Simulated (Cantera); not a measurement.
Charge: 1 mol MgO, 0.46 mol I2, held at 0.133 bar.

Method: chemical equilibrium by Gibbs-energy minimisation in Cantera with the NASA 1993 tables (ideal gas, pure condensed phases). Candidate condensed phases: I2, Mg, MgI2, MgO; 10 gas species. Rates play no part.

x: gas mole fraction; n: condensed amount in mol.

```csv
T (K),x I2,x I,x MgI2,x O2,x O,x MgI,n MgO(s)
823,0.979,0.0207,8.38e-12,4.19e-12,<1e-12,<1e-12,1.00
923,0.932,0.0679,4.24e-10,2.12e-10,<1e-12,<1e-12,1.00
1023,0.830,0.170,9.39e-9,4.70e-9,<1e-12,<1e-12,1.00
1123,[?],[?],[?],[?],[?],<1e-12,1.00
1223,0.448,0.552,7.37e-7,3.69e-7,6.72e-11,3.11e-12,1.00
1323,0.257,0.743,3.20e-6,1.60e-6,9.21e-10,8.54e-11,1.000
1423,[?],0.869,[?],[?],[?],[?],1.000
1523,0.0639,0.936,2.39e-5,1.19e-5,5.22e-8,1.57e-8,1.000
```

Q: What belongs in the gaps?

A: 
- 1423, x I2: 0.131
- 1423, x MgI2: 9.83e-6
- 1423, x O2: 4.91e-6
- 1423, x O: 8.17e-9
- 1423, x MgI: 1.41e-9
- 1123, x I2: 0.659
- 1123, x I: 0.341
- 1123, x MgI2: 1.09e-7
- 1123, x O2: 5.44e-8
- 1123, x O: 2.81e-12
